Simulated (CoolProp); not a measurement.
Ethanol along the isotherm 346.85 °C: Z from the reference equation and from simpler models built on Tc = 241.6 °C, pc = 6.268 MPa, ω = 0.644; each cubic takes its own stable root.

Computed with CoolProp (reference Helmholtz-energy equation of state, Schroeder 2014).

```csv
p (MPa),phase,reference,van der Waals,Peng-Robinson
0.0496,gas,0.9990,0.9985,0.9986
0.0772,gas,0.9985,0.9977,0.9978
0.12,gas,0.9977,0.9964,0.9966
0.187,gas,0.9964,0.9944,0.9947
0.291,gas,0.9943,0.9913,0.9917
0.454,gas,0.9912,0.9863,0.9871
0.706,gas,0.9862,0.9786,0.9800
1.1,gas,0.9785,0.9664,0.9689
1.71,gas,0.9663,0.9471,…
2.67,gas,0.9467,0.9154,0.9251
4.15,gas,0.9153,0.8635,0.8849
6.46,supercritical,0.8622,…,0.8253
10.1,supercritical,0.7654,0.6093,0.7460
15.7,supercritical,0.6161,0.5637,…
```

Question: What belongs in the gaps?

Answer: 
- 1.71, Peng-Robinson: 0.9518
- 6.46, van der Waals: 0.7729
- 15.7, Peng-Robinson: 0.6826
